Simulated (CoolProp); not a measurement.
A single-stage vapour-compression cycle with the fluid: evaporating at 195.15 K (dew point), condensing at 223.15 K (bubble point), superheat 2 K, subcooling 0 K, compressor efficiency 0.85, no pressure losses. The same conditions are run with several fluids, on thermodynamics alone (safety and materials aside).

The numbers come from the reference Helmholtz-energy equation of state of each fluid (R115: Lemmon 2016; CH3F (R41): Lemmon 2006; R13: Platzer 1990; R143a: Lemmon and Jacobsen 2000; C2F6 (R116): Lemmon 2006; CH2F2 (R32): Tillner-Roth 1997) in CoolProp. The equations of Platzer and Polt are older, rougher fits.

| fluid | cooling COP | pressure ratio | discharge temperature (K) | refrigerating effect (kJ/kg) | volumetric capacity (kJ/m³) |
|---|---|---|---|---|---|
| R115 | 5.29 | 5.13 | 234.7 | 115 | 130 |
| CH3F (R41) | 5.11 | 3.76 | 279.9 | 431 | 963 |
| R13 | 5.17 | 3.46 | 246.0 | 123 | 993 |
| R143a | 5.31 | 4.93 | 250.9 | 212 | 199 |
| C2F6 (R116) | 5.04 | 3.64 | 230.5 | 90.6 | 813 |
| CH2F2 (R32) | 5.10 | 5.14 | 292.5 | 366 | 253 |
